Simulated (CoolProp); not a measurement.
R11 at 293.15 K and 0.0508 MPa is throttled through a valve to 0.019 MPa with no heat exchange. Each further row changes one setting.

The numbers come from the reference Helmholtz-energy equation of state, Jacobsen 1992 in CoolProp.

| case | temperature change (K) | final density (kg/m³) |
|---|---|---|
| as stated | -1.4 | 1.08 |
| outlet pressure 0.0057 MPa | -1.9 | 0.324 |
| outlet pressure 0.0247 MPa | -1.1 | 1.41 |
